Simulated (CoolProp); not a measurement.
Vapour-liquid equilibrium of R227EA (1) + isobutane (2) at 0.555 MPa; x and y are mole fractions of (1).

Computed with CoolProp (multi-fluid Helmholtz-energy mixture model, Lemmon 2016 and Bücker 2006; pair parameters Bell 2016).

| x | bubble temperature (°C) | y at the bubble point | dew temperature at overall composition x (°C) | liquid density (mol/L) |
|---|---|---|---|---|
| 0.05 | [?] | 0.157 | 40.0 | [?] |
| 0.125 | 31.1 | 0.300 | 37.4 | 9.024 |
| 0.2 | 28.2 | 0.385 | 34.7 | 8.921 |
| 0.275 | 26.6 | 0.440 | 32.0 | 8.806 |
| 0.35 | [?] | 0.481 | 29.4 | 8.692 |
| 0.425 | 24.9 | 0.514 | 27.0 | 8.584 |
| 0.5 | 24.6 | 0.546 | 25.2 | 8.487 |
| 0.575 | 24.5 | 0.578 | 24.5 | 8.402 |
| 0.65 | 24.6 | 0.615 | 24.9 | 8.327 |
| 0.725 | 25.0 | 0.660 | 25.9 | 8.259 |
| 0.8 | 25.8 | 0.718 | 27.3 | 8.195 |
| 0.875 | 27.2 | 0.796 | 28.9 | 8.129 |
| 0.95 | 29.5 | 0.904 | 30.5 | 8.053 |

Q: Fill in the missing entries.

A: 
- 0.05, bubble temperature (°C): 36.2
- 0.05, liquid density (mol/L): 9.093
- 0.35, bubble temperature (°C): 25.5

y crosses x between x = 0.575 and 0.65: the model has an azeotrope there.

Pair parameters are fitted to limited data, so mixtures are less certain than the pure fluids.
